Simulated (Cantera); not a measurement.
## SiO₂ + CO (carbothermic reduction)

Input: 1 mol SiO₂, 1.8 mol CO, at 1923 K and 10.0 mbar.

Method: chemical equilibrium by Gibbs-energy minimisation in Cantera with the NASA 1993 tables (ideal gas, pure condensed phases). Candidate condensed phases: C, Si, SiC, SiO₂; 20 gas species. The tables hold silica as quartz up to 1696 K and as liquid above; real silica turns to tridymite and cristobalite and melts near 1996 K. Equilibrium is a limit: real reactors are often held back by kinetics, nucleation or transport.

```json
{
 "x(CO)": "0.957",
 "x(SiO)": "0.0214",
 "x(CO₂)": "0.0214",
 "x(SiO₂)": "6.41e-6",
 "n(SiO₂(condensed))": "0.961 mol",
 "gas_amount": "1.839 mol",
 "log10 activity of C(graphite) (absent)": "-4.79",
 "log10 activity of Si(l) (absent)": "-5.72"
}
```
